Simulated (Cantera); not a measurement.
Adiabatic ignition

An adiabatic, constant-volume homogeneous reactor starts with 15.3 % CH4, 2.60 % C2H6, 17.3 % O2, 64.8 % N2, at 1050 K and 1.10 bar.

Detailed kinetics in Cantera: GRI-Mech 3.0 (53 species, 325 reactions).

| t (s) | T (K) | P (bar) | x CH4 | x C2H6 | x O2 | x CH3 | x C2H | x CO2 | x C2H4 |
|---|---|---|---|---|---|---|---|---|---|
| 3.00e-6 | 1050 | 1.10 | 0.153 | 0.0260 | 0.173 | 1.33e-9 | <1e-12 | <1e-12 | 1.58e-12 |
| 7.32e-6 | 1050 | 1.10 | 0.153 | 0.0260 | 0.173 | 3.22e-9 | <1e-12 | <1e-12 | 1.58e-11 |
| 1.79e-5 | 1050 | 1.10 | 0.153 | 0.0260 | 0.173 | 7.77e-9 | <1e-12 | <1e-12 | 1.34e-10 |
| 4.36e-5 | 1050 | 1.10 | 0.153 | 0.0260 | 0.173 | 1.84e-8 | <1e-12 | <1e-12 | 9.49e-10 |
| 0.000107 | 1050 | 1.10 | 0.153 | 0.0260 | 0.173 | 4.18e-8 | <1e-12 | <1e-12 | 5.86e-9 |
| 0.000260 | 1050 | 1.10 | 0.153 | 0.0260 | 0.173 | 8.63e-8 | <1e-12 | <1e-12 | 3.24e-8 |
| 0.000635 | 1050 | 1.10 | 0.153 | 0.0260 | 0.173 | 1.50e-7 | <1e-12 | <1e-12 | 1.56e-7 |
| 0.00155 | 1050 | 1.10 | 0.153 | 0.0260 | 0.173 | 2.22e-7 | <1e-12 | <1e-12 | 6.55e-7 |
| 0.00378 | 1050 | 1.10 | 0.153 | 0.0260 | 0.173 | 4.11e-7 | <1e-12 | 8.43e-12 | 3.02e-6 |
| 0.00923 | 1050 | 1.10 | 0.153 | 0.0260 | 0.173 | 1.53e-6 | <1e-12 | 4.19e-10 | 2.87e-5 |
| 0.0225 | 1056 | 1.11 | 0.152 | 0.0251 | 0.172 | 9.71e-6 | <1e-12 | 2.82e-7 | 0.000923 |
| 0.0550 | 2299 | 2.98 | 9.77e-10 | <1e-12 | 3.33e-7 | 2.24e-10 | <1e-12 | 0.0131 | <1e-12 |
| 0.134 | 2299 | 2.98 | 9.53e-10 | <1e-12 | 3.34e-7 | 2.19e-10 | <1e-12 | 0.0131 | <1e-12 |
| 0.328 | 2299 | 2.98 | 9.52e-10 | <1e-12 | 3.34e-7 | 2.19e-10 | <1e-12 | 0.0131 | <1e-12 |
| 0.800 | 2299 | 2.98 | 9.52e-10 | <1e-12 | 3.34e-7 | 2.19e-10 | <1e-12 | 0.0131 | <1e-12 |
x: mole fraction; the columns are a selection and need not sum to one.

The time of steepest temperature rise is 32.6 ms. The temperature at 0.800 s is 2299 K. The equilibrium temperature comes out as 2299 K. The x(CH4) at 0.800 s is 9.52e-10 (gas-phase equilibrium 1.08e-9), the x(C2H6) at 0.800 s is <1e-12 (gas-phase equilibrium <1e-12) and the x(O2) at 0.800 s is 3.34e-7 (gas-phase equilibrium 3.34e-7).
